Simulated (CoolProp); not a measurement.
Isohexane along the isotherm 276.85 °C: fugacity coefficient from the reference equation and from simpler models built on Tc = 224.6 °C, pc = 3043 kPa, ω = 0.280; each cubic takes its own stable root.

Computed with CoolProp (reference Helmholtz-energy equation of state, Lemmon 2006). It is a short technical equation, of lower accuracy than the large ones.

```csv
p (kPa),phase,reference,van der Waals,Redlich-Kwong,Soave-Redlich-Kwong,Peng-Robinson
24.1,gas,0.9981,0.9982,0.9980,0.9981,0.9978
42.8,gas,0.9966,0.9967,0.9964,0.9966,0.9961
76.1,gas,0.9939,0.9942,0.9936,0.9940,0.9932
135,gas,0.9892,0.9897,0.9887,0.9894,0.9879
241,gas,0.9807,0.9816,0.9799,0.9811,0.9784
428,gas,0.9659,0.9674,0.9645,0.9666,0.9619
761,gas,0.9397,0.9423,0.9373,0.9410,0.9330
1350,gas,0.8939,0.8979,0.8900,0.8965,0.8833
2410,gas,0.8133,0.8185,0.8074,0.8190,0.7983
4280,supercritical,0.6769,0.6732,0.6672,0.6899,0.6616
7610,supercritical,0.4928,0.4954,0.4887,0.5209,0.4899
```
